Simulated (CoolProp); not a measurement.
Vapour-liquid equilibrium of R113 (1) + acetone (2) at 109.95 °C; x and y are mole fractions of (1).

Computed with CoolProp (multi-fluid Helmholtz-energy mixture model, Marx 1992 and Lemmon 2006; pair parameters Bell 2016).

| x | bubble pressure, mixture model (kPa) | bubble pressure, Raoult's law (kPa) | y, mixture model | y, Raoult's law |
|---|---|---|---|---|
| 0.05 | [?] | 480.8 | 0.092 | 0.057 |
| 0.2 | 563.7 | 491.4 | [?] | 0.223 |
| 0.35 | 598.9 | 502.0 | [?] | 0.382 |
| 0.5 | [?] | 512.6 | [?] | 0.535 |
| 0.65 | [?] | 523.2 | 0.637 | 0.681 |
| 0.8 | [?] | 533.9 | 0.756 | 0.821 |
| 0.95 | [?] | 544.5 | 0.923 | 0.956 |

Question: Complete the blanks.

Answer: 
- 0.05, bubble pressure, mixture model (kPa): 504.2
- 0.2, y, mixture model: 0.289
- 0.35, y, mixture model: 0.424
- 0.5, bubble pressure, mixture model (kPa): 616.5
- 0.5, y, mixture model: 0.533
- 0.65, bubble pressure, mixture model (kPa): 619.5
- 0.8, bubble pressure, mixture model (kPa): 606.1
- 0.95, bubble pressure, mixture model (kPa): 568.6

The largest gap from Raoult's law is +20.3 % in bubble pressure, at x = 0.5. y crosses x between x = 0.5 and 0.65: the model has an azeotrope there.

The pair parameters rest on a limited set of measurements; away from them the model extrapolates.
